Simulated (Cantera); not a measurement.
An isothermal, constant-pressure homogeneous reactor starts with 1.67 % H2, 98.3 % O2, equivalence ratio 0.0085, at 1375 K and 0.0267 bar.

Model: the H2/O2 subset of GRI-Mech 3.0, which has no nitrogen chemistry, integrated in Cantera. Radical loss at walls, strong at low pressure, is not modelled.

x: mole fraction; the columns are a selection and need not sum to one.

```csv
t (s),x H2,x O2,x O,x H2O,x H2O2
0.000100,0.0167,0.983,7.09e-8,3.31e-8,2.70e-11
0.000345,0.0167,0.983,1.21e-6,1.22e-6,2.92e-10
0.00119,0.0127,0.980,0.00250,0.00288,(withheld)
0.00410,0.000104,0.968,0.0136,0.0152,3.69e-8
0.0141,8.90e-5,0.971,0.0115,0.0154,3.54e-8
0.0488,5.54e-5,0.975,0.00699,0.0159,(withheld)
0.168,1.80e-5,0.981,0.00221,0.0164,(withheld)
0.580,2.99e-6,0.983,0.000363,0.0167,(withheld)
2.00,4.03e-7,0.983,4.88e-5,0.0168,(withheld)
```

Complete the blanks.


- 0.00119, x H2O2: 3.28e-8
- 0.0488, x H2O2: 3.06e-8
- 0.168, x H2O2: 1.96e-8
- 0.580, x H2O2: 7.46e-9
- 2.00, x H2O2: 1.86e-9
